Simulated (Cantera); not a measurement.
Feed: 1 mol PbO, 4 mol C, 0.33 mol N2, held at 1050 K and 11.0 mbar.

Method: chemical equilibrium by Gibbs-energy minimisation in Cantera with the NASA 1993 tables (ideal gas, pure condensed phases). Candidate condensed phases: C, Pb, PbO, PbO2, Pb3O4; 27 gas species. The numbers say what is thermodynamically allowed, not how fast it happens.

Base state: CO 0.747, N2 0.247, Pb 0.00423, CO2 0.00131 (mole fractions); condensed: C(graphite) + Pb(l).

Problem. What changes in the equilibrium state with this change: pressure from 11.0 mbar to 4.70 bar?

Solution. 
```
species            before    after
----------------  -------  -------
CO                  0.747    0.472
N2                  0.247    0.304
CO2               0.00131    0.224
Pb                0.00423  9.90e-6
C(graphite), mol     3.00     3.24
Pb(l), mol          0.994    1.000
```

Problem. What changes in the equilibrium state with this change: temperature from 1050 K to 1100 K?

Solution. 
```json
[
 {"species": "CO", "before": "0.747", "after": "0.743"},
 {"species": "N2", "before": "0.247", "after": "0.246"},
 {"species": "Pb", "before": "0.00423", "after": "0.0110"},
 {"species": "CO2", "before": "0.00131", "after": "0.000536"},
 {"species": "C(graphite), mol", "before": "3.00", "after": "3.00"},
 {"species": "Pb(l), mol", "before": "0.994", "after": "0.985"}
]
```

Problem. What changes in the equilibrium state with this change: temperature from 1050 K to 1650 K?

Solution. 
```tsv
species	before	after
CO	0.747	0.429
Pb	0.00423	0.429
N2	0.247	0.142
CO2	0.00131	4.06e-7
Pb2	2.71e-8	2.20e-5
C(graphite), mol	3.00	3.00
Pb(l), mol	0.994	0
```
